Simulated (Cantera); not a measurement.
A freely propagating, adiabatic, planar premixed flame of 2.03 % CH₄, 0.793 % C₂H₆, 2.24 % C₃H₈, 19.6 % O₂, 73.6 % N₂, 1.73 % H₂O, unburnt at 400 K and 900 Torr; mixture-averaged transport, grid criteria slope 0.08 and curve 0.16, no radiation.

Cantera simulation using GRI-Mech 3.0 (53 species, 325 reactions); the numbers are that mechanism's predictions, not measurements. GRI-Mech 3.0 was tuned for natural gas; its chemistry of propane as a main component is partial and can be far from experiment. Burning velocities carry a grid error of a few per cent, more on coarse grids.

Task: Predict: laminar burning velocity; thermal thickness; peak x(CH₂); peak x(HO₂); peak x(H₂O₂).

Result: 
```
Quantity                      Value
------------------------  ---------
laminar burning velocity  61.6 cm/s
thermal thickness          0.311 mm
peak x(CH₂)                 3.81e-5
peak x(HO₂)                0.000279
peak x(H₂O₂)                3.83e-5
```
